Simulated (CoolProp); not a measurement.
Vapour-liquid equilibrium of R125 (1) + cyclopropane (2) at 24.45 °C; x and y are mole fractions of (1).

The numbers come from the multi-fluid Helmholtz-energy mixture model, Lemmon 2005 and Polt 1992; pair parameters Bell 2016 in CoolProp. This equation is an older, rougher fit; its heat capacities, sound speeds and derivatives of the liquid may be far off and weren't checked against measurements.

Problem. Give the bubble pressure and the first vapour's composition at x = 0.2, 0.35, 0.5. Is there an azeotrope?

Solution. x = 0.2: 1122 kPa, y = 0.424; x = 0.35: 1260 kPa, y = 0.532; x = 0.5: 1342 kPa, y = 0.612. y crosses x between x = 0.65 and 0.8: the model has an azeotrope there.

Pair parameters are fitted to limited data, so mixtures are less certain than the pure fluids.
